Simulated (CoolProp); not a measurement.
Vapour-liquid equilibrium of R13 (1) + R11 (2) at 0.103 MPa; x and y are mole fractions of (1).

Values from CoolProp's multi-fluid Helmholtz-energy mixture model, Platzer 1990 and Jacobsen 1992; pair parameters Bell 2016. This equation is an older, rougher fit; its heat capacities, sound speeds and derivatives of the liquid may be far off and weren't checked against measurements.

```
x     bubble temperature, mixture model (K)  bubble temperature, Raoult's law (K)  y, mixture model  y, Raoult's law
----  -------------------------------------  ------------------------------------  ----------------  ---------------
0.05                                  252.3                                 264.0             0.855            0.753
0.2                                   215.5                                 227.9             0.987            0.972
0.35                                  205.6                                 214.1             0.995            0.991
0.5                                   200.9                                 206.1             0.997            0.996
0.65                                  198.0                                 200.5             0.998            0.998
0.8                                   195.6                                 196.3             0.999            0.999
0.95                                  193.0                                 193.0             1.000            1.000
```

The largest gap from Raoult's law is -12.4 K in bubble temperature, at x = 0.2. No azeotrope shows between x = 0.05 and 0.95.

Pair parameters are fitted to limited data, so mixtures are less certain than the pure fluids. With so large a gap from Raoult's law the liquid may split in two, which this calculation doesn't test in full.
